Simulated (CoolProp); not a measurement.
A simple Rankine cycle with CH2F2 (R32): condensing at 291.15 K, boiler at 3.91 MPa, turbine inlet 434 K, turbine efficiency 0.8, pump efficiency 0.8, no recuperator. Each further row changes one setting.

Model: reference Helmholtz-energy equation of state, Tillner-Roth 1997, in CoolProp.

| case | thermal efficiency (%) | net work (kJ/kg) | heat in (kJ/kg) | turbine exit temperature (K) | volume ratio over the turbine |
|---|---|---|---|---|---|
| as stated | 10.3 | 43.4 | 420 | 370.4 | … |
| condensing temperature 283.15 K | … | 52.7 | 434 | 357.7 | 3.09 |
| boiler pressure 2.74 MPa | … | … | 432 | 393.3 | … |
| turbine efficiency 0.7 | 9.0 | 37.6 | 420 | … | 2.56 |

**Question.** What belongs in the gaps?

**Answer.** 
- as stated, volume ratio over the turbine: 2.51
- condensing temperature 283.15 K, thermal efficiency (%): 12.1
- boiler pressure 2.74 MPa, thermal efficiency (%): 7.2
- boiler pressure 2.74 MPa, net work (kJ/kg): 30.9
- boiler pressure 2.74 MPa, volume ratio over the turbine: 1.83
- turbine efficiency 0.7, turbine exit temperature (K): 375.9
